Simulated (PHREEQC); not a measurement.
A solution holds 0.0055 mol HF, 0.015 mol NH4HF2 and 0.00084 mol H2SiF6 per kg of water, at 25 °C. Closed to the air; pH follows from the charge balance.

Computed with PHREEQC (ion-association model, phreeqc.dat).

Each row changes one thing in this solution. No solid was allowed to form.

```json
[
 {"case": "as made", "pH": "2.95", "ionic strength (mol/kgw)": "0.0171", "HF (mol/kgw)": "0.0199", "F- (mol/kgw)": "0.0135", "HF2- (mol/kgw)": "0.00103", "H4SiO4 (mol/kgw)": "7.53e-11", "SI of Quartz (SiO2)": "-6.14"},
 {"case": "diluted 100-fold with water", "pH": "3.77", "ionic strength (mol/kgw)": "0.000324", "HF (mol/kgw)": "8.12e-5", "F- (mol/kgw)": "0.000324", "HF2- (mol/kgw)": "1.01e-7", "H4SiO4 (mol/kgw)": "8.40e-6", "SI of Quartz (SiO2)": "-1.10"},
 {"case": "H2SiF6 from 0.00084 to 0.000168 mol/kgw", "pH": "3.01", "ionic strength (mol/kgw)": "0.0163", "HF (mol/kgw)": "0.0187", "F- (mol/kgw)": "0.0147", "HF2- (mol/kgw)": "0.00105", "H4SiO4 (mol/kgw)": "1.65e-11", "SI of Quartz (SiO2)": "-6.80"},
 {"case": "H2SiF6 from 0.00084 to 0.000756 mol/kgw", "pH": "2.96", "ionic strength (mol/kgw)": "0.0170", "HF (mol/kgw)": "0.0197", "F- (mol/kgw)": "0.0137", "HF2- (mol/kgw)": "0.00104", "H4SiO4 (mol/kgw)": "6.84e-11", "SI of Quartz (SiO2)": "-6.18"},
 {"case": "diluted 10-fold with water", "pH": "3.23", "ionic strength (mol/kgw)": "0.00219", "HF (mol/kgw)": "0.00163", "F- (mol/kgw)": "0.00195", "HF2- (mol/kgw)": "1.22e-5", "H4SiO4 (mol/kgw)": "8.56e-6", "SI of Quartz (SiO2)": "-1.09"},
 {"case": "H2SiF6 from 0.00084 to 0.00126 mol/kgw", "pH": "2.91", "ionic strength (mol/kgw)": "0.0176", "HF (mol/kgw)": "0.0206", "F- (mol/kgw)": "0.0128", "HF2- (mol/kgw)": "0.00102", "H4SiO4 (mol/kgw)": "1.08e-10", "SI of Quartz (SiO2)": "-5.98"},
 {"case": "NH4HF2 left out", "pH": "2.57", "ionic strength (mol/kgw)": "0.00368", "HF (mol/kgw)": "0.00434", "F- (mol/kgw)": "0.00115", "HF2- (mol/kgw)": "1.92e-5", "H4SiO4 (mol/kgw)": "5.18e-6", "SI of Quartz (SiO2)": "-1.30"},
 {"case": "0.027 mol/kgw HCl added", "pH": "1.86", "ionic strength (mol/kgw)": "0.0317", "HF (mol/kgw)": "0.0331", "F- (mol/kgw)": "0.00192", "HF2- (mol/kgw)": "0.000243", "H4SiO4 (mol/kgw)": "4.53e-10", "SI of Quartz (SiO2)": "-5.36"}
]
```

SiF6-2 is the database's only silicon fluoride.
